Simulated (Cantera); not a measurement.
A perfectly stirred reactor is fed with NH3 : H2 = 1 : 1.2 (molar parts), at 14.3 Torr; it is held at 2375 K, and followed from long to short residence time.

Computed with Cantera and the gas-phase N/H chemistry of the illustrative SiF4/NH3 mechanism in the Surface Chemkin manual (1991). Walls and surfaces, which speed up NH3 decomposition in real reactors, are not modelled.

Q: What does this change do: NH3 1 to 1.6 parts?

A: 
```tsv
quantity	before	after
x(NH3) at τ = 6.80 s	7.90e-5	0.000106
x(H2) at τ = 6.80 s	0.789	0.770
x(N2) at τ = 6.80 s	0.151	0.177
x(N2H2) at τ = 6.80 s	4.84e-9	6.82e-9
x(N2H4) at τ = 6.80 s	<1e-12	<1e-12
x(NH3) at τ = 0.110 s	0.131	0.155
x(H2) at τ = 0.110 s	0.754	0.709
x(N2) at τ = 0.110 s	0.110	0.131
x(N2H2) at τ = 0.110 s	3.53e-6	4.33e-6
x(N2H4) at τ = 0.110 s	1.58e-9	2.00e-9
```
